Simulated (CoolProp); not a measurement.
Ethylene along the isobar 12.2 MPa: density (kg/m³) from the reference equation and from simpler models built on Tc = 282.4 K, pc = 5.042 MPa, ω = 0.087; each cubic takes its own stable root.

Computed with CoolProp (reference Helmholtz-energy equation of state, Smukala 2000).

```tsv
T (K)	phase	reference	van der Waals	Redlich-Kwong	Peng-Robinson
235.8	liquid	484.8	338.2	459.9	[?]
255.2	liquid	451.5	320.6	423.0	477.9
274.7	liquid	413.0	301.1	381.3	426.8
294.2	supercritical	366.2	279.3	[?]	366.7
313.7	supercritical	307.5	254.7	281.5	299.2
333.1	supercritical	242.7	227.4	230.0	236.4
352.6	supercritical	192.7	198.8	189.0	[?]
372.1	supercritical	161.1	172.6	160.7	161.8
391.6	supercritical	140.3	151.6	141.1	141.7
411	supercritical	125.7	135.5	126.8	127.1
430.5	supercritical	114.5	122.9	115.8	115.9
450	supercritical	105.7	113.0	107.0	106.9
```

**Question.** Complete the blanks.

**Answer.** 
- 235.8, Peng-Robinson: 521.4
- 294.2, Redlich-Kwong: 334.0
- 352.6, Peng-Robinson: 191.2
